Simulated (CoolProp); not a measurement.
A single-stage vapour-compression cycle with chloromethane (R40): evaporating at 281.15 K (dew point), condensing at 320.15 K (bubble point), superheat 8 K, subcooling 2 K, compressor efficiency 0.65, no pressure losses. Each further row changes one setting.

Computed with CoolProp (reference Helmholtz-energy equation of state, Thol 2014).

```csv
case,cooling COP,pressure ratio,discharge temperature (K),refrigerating effect (kJ/kg),volumetric capacity (kJ/m³)
as stated,4.02,3.06,391.1,341,2620
evaporating temperature 286.15 K,___,___,381.3,343,3080
condensing temperature 315.15 K,4.70,___,___,349,2690
subcooling 7 K,4.12,3.06,391.1,349,2690
superheat 18 K,___,3.06,___,___,2580
compressor efficiency 0.55,3.41,3.06,405.8,341,2620
```

Q: Complete the blanks.

A: 
- evaporating temperature 286.15 K, cooling COP: 4.78
- evaporating temperature 286.15 K, pressure ratio: 2.61
- condensing temperature 315.15 K, pressure ratio: 2.70
- condensing temperature 315.15 K, discharge temperature (K): 379.1
- superheat 18 K, cooling COP: 3.96
- superheat 18 K, discharge temperature (K): 403.6
- superheat 18 K, refrigerating effect (kJ/kg): 350
